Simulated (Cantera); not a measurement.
Charge: 1 mol Fe₂O₃, 1.2 mol CH₄, 7.7 mol N₂, 7.7 mol CO, equilibrated at 2350 °C and 720 Torr.

Equilibrium computed with Cantera from the NASA thermochemical tables; the gas is ideal and each condensed phase is pure. Candidate condensed phases: C, C₆H₆, C₇H₈, C₈H₁₈, Fe, Fe(CO)₅, FeO, Fe(OH)₂, Fe(OH)₃, Fe₂O₃, Fe₃O₄, H₂O; 140 gas species. Each liquid is taken as pure. Mutual solubility and eutectic melting of coexisting phases are not modelled. The tables' stoichiometric FeO is somewhat more stable than real wüstite, so its field is too wide. FeO: taken at fixed stoichiometry. Rates play no part.

Base state: CO 0.400, N₂ 0.372, H₂ 0.0733, Fe 0.0719, H₂O 0.0362, CO₂ 0.0303, H 0.0116, FeO 0.00219 (mole fractions); condensed: Fe(l) + FeO(l).

Question: What changes in the equilibrium state with this change: 1.6 mol H₂S added?

Answer: 
```tsv
species	before	after
CO	0.400	0.360
N₂	0.372	0.327
H₂	0.0733	0.118
S₂	0	0.0159
SO	0	0.0117
CO₂	0.0303	0.0174
H	0.0116	0.0147
H₂O	0.0362	0.0372
Fe	0.0719	0.0719
S	0	0.00922
SH	0	0.00883
Fe(l), mol	0.128	0.270
FeO(l), mol	0.339	0
```
Further candidate phases: FeS, FeSO₄, FeS₂, Fe₂(SO₄)₃, H₂SO₄, S.
